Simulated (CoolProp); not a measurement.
Vapour-liquid equilibrium of propane (1) + R236EA (2) at -20.65 °C; x and y are mole fractions of (1).

Model: multi-fluid Helmholtz-energy mixture model, Lemmon 2009 and Rui 2013; pair parameters Bell 2016, in CoolProp.

| x | bubble pressure, mixture model (bar) | bubble pressure, Raoult's law (bar) | y, mixture model | y, Raoult's law |
|---|---|---|---|---|
| 0.05 | 0.8298 | 0.3990 | 0.654 | 0.299 |
| 0.125 | 1.413 | 0.5561 | 0.804 | 0.537 |
| 0.2 | 1.781 | 0.7131 | 0.850 | 0.670 |
| 0.275 | 1.992 | 0.8702 | 0.870 | 0.755 |
| 0.35 | 2.103 | 1.027 | 0.880 | 0.814 |
| 0.425 | 2.154 | 1.184 | 0.884 | 0.857 |
| 0.5 | 2.177 | 1.341 | 0.887 | 0.890 |
| 0.575 | 2.191 | 1.498 | 0.888 | 0.917 |
| 0.65 | 2.209 | 1.656 | 0.891 | 0.938 |
| 0.725 | 2.236 | 1.813 | 0.896 | 0.955 |
| 0.8 | 2.275 | 1.970 | 0.907 | 0.970 |
| 0.875 | 2.323 | 2.127 | 0.927 | 0.983 |
| 0.95 | 2.369 | 2.284 | 0.962 | 0.994 |

The largest gap from Raoult's law is +154.1 % in bubble pressure, at x = 0.125. No azeotrope shows between x = 0.05 and 0.95.

The pair parameters rest on a limited set of measurements; away from them the model extrapolates. With so large a gap from Raoult's law the liquid may split in two, which this calculation doesn't test in full.
